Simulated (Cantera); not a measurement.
Feed: 1 mol Si, 0.0043 mol H2O, 280 mol N2, 0.013 mol O2, at 2.93 Torr.

Method: chemical equilibrium by Gibbs-energy minimisation in Cantera with the NASA 1993 tables (ideal gas, pure condensed phases). Candidate condensed phases: H2O, Si, SiO2, Si2N2O, Si3N4; 35 gas species. N2 is the only nitrogen source here; it is nearly inert below about 1500 K, so the nitride shown seldom forms there in practice. Mutual solubility and eutectic melting of coexisting phases are not modelled. Rates play no part.

Problem. Which condensed phases are stable at each of these points (T (K)): 1050, 1150, 1250, 1350, 1450, 1550, 1650, 1750, 1850?

Solution. 
| T (K) | condensed phases | Si condensed (%) |
|---|---|---|
| 1050 | Si2N2O(s) + Si3N4(s) | 100.0 |
| 1150 | Si2N2O(s) + Si3N4(s) | 100.0 |
| 1250 | Si2N2O(s) + Si3N4(s) | 100.0 |
| 1350 | Si2N2O(s) + Si3N4(s) | 100.0 |
| 1450 | Si2N2O(s) + Si3N4(s) | 99.7 |
| 1550 | Si3N4(s) | 96.9 |
| 1650 | Si3N4(s) | 96.3 |
| 1750 | Si3N4(s) | 84.8 |
| 1850 | Si(l) | 45.2 |

From 1050 K to 1450 K the condensed part is Si2N2O(s) + Si3N4(s). From 1550 K to 1750 K the condensed part is Si3N4(s). At 1850 K the condensed part is Si(l).
